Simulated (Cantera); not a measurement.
An adiabatic, constant-pressure homogeneous reactor starts with 3.35 % CH4, 19.7 % O2, 74.0 % N2, 3.01 % CO2, equivalence ratio 0.34, at 1750 K and 1000000 Pa.

Computed with Cantera and GRI-Mech 3.0 (53 species, 325 reactions).

Problem. Predict: time of steepest temperature rise; temperature at 4.00 s; equilibrium temperature; x(O2) at 4.00 s; x(CO2) at 4.00 s; x(OH) at 4.00 s.

Solution. 
* **time of steepest temperature rise**: 21.0 µs
* **temperature at 4.00 s**: 2381 K
* **equilibrium temperature**: 2381 K
* **x(O2) at 4.00 s**: 0.122 (gas-phase equilibrium 0.122)
* **x(CO2) at 4.00 s**: 0.0624 (gas-phase equilibrium 0.0624)
* **x(OH) at 4.00 s**: 0.00388 (gas-phase equilibrium 0.00388)
